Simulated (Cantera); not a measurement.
Standard-state values (1 bar) from the NASA 1993 polynomials, evaluated with Cantera. Values are per mole of reaction as written; species without (g) are pure solids or liquids, kept so even where they would boil at 1 bar.

NiS + S → NiS2

```
T (K)    ΔH° (kJ)   ΔS° (J/K)    ΔG° (kJ)     log10 K
-----  ----------  ----------  ----------  ----------
823    (withheld)  (withheld)  (withheld)  (withheld)
873    (withheld)  (withheld)  (withheld)  (withheld)
923         -58.5       -39.7       -21.9        1.24
973         -59.1       -40.3       -19.9        1.07
1023        -59.6       -40.8       -17.8        0.91
1073        -60.1       -41.3       -15.8        0.77
```

Task: What belongs in the gaps?

Result: 
- 823, ΔH° (kJ): -57.5
- 823, ΔS° (J/K): -38.5
- 823, ΔG° (kJ): -25.8
- 823, log10 K: 1.64
- 873, ΔH° (kJ): -58.0
- 873, ΔS° (J/K): -39.1
- 873, ΔG° (kJ): -23.8
- 873, log10 K: 1.43
